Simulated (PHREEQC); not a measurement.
PHREEQC input (Pitzer model, pitzer.dat):

```
SOLUTION 1
  temp 30
  units mol/kgw
  pH 7 charge
  Cl 0.063
  Sr 0.022
  K 0.019
END
USE solution 1
INCREMENTAL_REACTIONS false
REACTION 1
  H2O -1
  0 9.886 18.011 24.689 30.178 34.689 38.397 41.444
  43.949 46.007 47.699 49.089 50.232 51.172 51.944 52.578
  53.1 53.528 53.88 54.17 54.408 54.603 54.764 54.896
  55.005 55.094 moles
EQUILIBRIUM_PHASES 1
  Sylvite 0 0
SELECTED_OUTPUT 1
  -reset false
  -pH true
  -pe true
  -ionic_strength true
  -water true
  -activities H2O
  -totals Cl K Sr
  -molalities H+ K+ Sr+2 Cl- OH-
  -equilibrium_phases Sylvite
PRINT
  -reset false
END
```

Selected output (columns that matter, 17 of 26 rows; water left (kg) added in front):

```
water left (kg)	pH	mu	Cl	K	Sr	m_H+	m_K+	m_Sr+2	m_Cl-	m_OH-	la_H2O	Sylvite
1	6.8968	0.085	0.063	0.019	0.022	1.5829e-07	0.019	0.022	0.063	1.5829e-07	-0.00072849	0
0.675514	6.8884	0.12583	0.093262	0.028127	0.032568	1.6508e-07	0.028127	0.032568	0.093262	1.6508e-07	-0.0010677	0
0.555203	6.8831	0.1531	0.11347	0.034222	0.039625	1.6883e-07	0.034222	0.039625	0.11347	1.6883e-07	-0.0012933	0
0.375043	6.8698	0.22664	0.16798	0.050661	0.05866	1.7706e-07	0.050661	0.05866	0.16798	1.7706e-07	-0.0019008	0
0.30824	6.8615	0.27576	0.20439	0.06164	0.071373	1.8154e-07	0.06164	0.071373	0.20439	1.8154e-07	-0.0023067	0
0.208215	6.841	0.40823	0.30257	0.091252	0.10566	1.9116e-07	0.091252	0.10566	0.30257	1.9116e-07	-0.0034055	0
0.171138	6.8285	0.49668	0.36812	0.11102	0.12855	1.9624e-07	0.11102	0.12855	0.36812	1.9624e-07	-0.0041441	0
0.115613	6.7977	0.73521	0.54492	0.16434	0.19029	2.0666e-07	0.16434	0.19029	0.54492	2.0666e-07	-0.0061616	0
0.0950203	6.7789	0.89455	0.66302	0.19996	0.23153	2.1179e-07	0.19996	0.23153	0.66302	2.1179e-07	-0.0075335	0
0.0641769	6.7322	1.3245	0.98166	0.29606	0.3428	2.2104e-07	0.29606	0.3428	0.98166	2.2104e-07	-0.011352	0
0.0433504	6.6694	1.9608	1.4533	0.43829	0.50749	2.2702e-07	0.43829	0.50749	1.4533	2.2702e-07	-0.017383	0
0.0356396	6.6299	2.385	1.7677	0.53312	0.61729	2.2776e-07	0.53312	0.61729	1.7677	2.2776e-07	-0.021697	0
0.0240733	6.5276	3.5309	2.617	0.78926	0.91388	2.2201e-07	0.78926	0.91388	2.617	2.2201e-07	-0.034682	0
0.0197855	6.4612	4.2961	3.1842	0.9603	1.1119	2.1432e-07	0.9603	1.1119	3.1842	2.1432e-07	-0.044526	0
0.0133718	6.2858	6.3567	4.7114	1.4209	1.6453	1.87e-07	1.4209	1.6453	4.7114	1.87e-07	-0.075999	0
0.0109937	6.1703	7.7317	5.7306	1.7283	2.0012	1.6716e-07	1.7283	2.0012	5.7306	1.6716e-07	-0.10112	0
0.0074265	5.8757	10.21	7.2481	1.3234	2.9624	1.5745e-07	1.3234	2.9624	7.2481	1.5745e-07	-0.14955	0.0091718
```

Complexes and solids missing from the database can't appear.
